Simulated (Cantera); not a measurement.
# Boron, boron nitride and boron oxide: BCl3 + NH3 + H2 + H2O

Charge: 1 mol BCl3, 15 mol NH3, 2.6 mol H2, 2.9 mol H2O, held at 0.110 bar.

Equilibrium computed with Cantera from the NASA thermochemical tables; the gas is ideal and each condensed phase is pure. Candidate condensed phases: B, BN, B2O3, B3O3H3, H2O, NH4Cl; 49 gas species. The tables' values for BOCl are old estimates; treat these amounts as uncertain. Gases not in the tables: H3BO3. The numbers say what is thermodynamically allowed, not how fast it happens.

```json
[
 {"T (K)": "1223", "x H2": "0.678", "x N2": "0.203", "x HCl": "0.0811", "x H2O": "0.0375", "x H": "7.47e-7", "x HBO2": "0.000669", "n B2O3(l)": "0.486"},
 {"T (K)": "1323", "x H2": "0.678", "x N2": "0.202", "x HCl": "0.0810", "x H2O": "0.0366", "x H": "3.94e-6", "x HBO2": "0.00233", "n B2O3(l)": "0.456"},
 {"T (K)": "1423", "x H2": "0.676", "x N2": "0.202", "x HCl": "0.0808", "x H2O": "0.0344", "x H": "1.65e-5", "x HBO2": "0.00659", "n B2O3(l)": "0.375"},
 {"T (K)": "1523", "x H2": "0.673", "x N2": "0.201", "x HCl": "0.0804", "x H2O": "0.0299", "x H": "5.71e-5", "x HBO2": "0.0155", "n B2O3(l)": "0.195"},
 {"T (K)": "1623", "x H2": "0.669", "x N2": "0.200", "x HCl": "0.0799", "x H2O": "0.0259", "x H": "0.000170", "x HBO2": "0.0237", "n B2O3(l)": "0"},
 {"T (K)": "1723", "x H2": "0.668", "x N2": "0.200", "x HCl": "0.0798", "x H2O": "0.0265", "x H": "0.000449", "x HBO2": "0.0229", "n B2O3(l)": "0"},
 {"T (K)": "1823", "x H2": "0.667", "x N2": "0.200", "x HCl": "0.0797", "x H2O": "0.0272", "x H": "0.00107", "x HBO2": "0.0221", "n B2O3(l)": "0"},
 {"T (K)": "1923", "x H2": "0.665", "x N2": "0.200", "x HCl": "0.0794", "x H2O": "0.0280", "x H": "0.00232", "x HBO2": "0.0212", "n B2O3(l)": "0"},
 {"T (K)": "2023", "x H2": "0.662", "x N2": "0.199", "x HCl": "0.0791", "x H2O": "0.0289", "x H": "0.00466", "x HBO2": "0.0201", "n B2O3(l)": "0"},
 {"T (K)": "2123", "x H2": "0.658", "x N2": "0.199", "x HCl": "0.0785", "x H2O": "0.0299", "x H": "0.00878", "x HBO2": "0.0190", "n B2O3(l)": "0"},
 {"T (K)": "2223", "x H2": "0.651", "x N2": "0.198", "x HCl": "0.0775", "x H2O": "0.0309", "x H": "0.0156", "x HBO2": "0.0176", "n B2O3(l)": "0"},
 {"T (K)": "2323", "x H2": "0.641", "x N2": "0.197", "x HCl": "0.0761", "x H2O": "0.0321", "x H": "0.0263", "x HBO2": "0.0161", "n B2O3(l)": "0"}
]
```
x: gas mole fraction; n: condensed amount in mol.

From 1223 K to 1523 K the condensed part is B2O3(l). From 1623 K to 2323 K nothing is condensed.
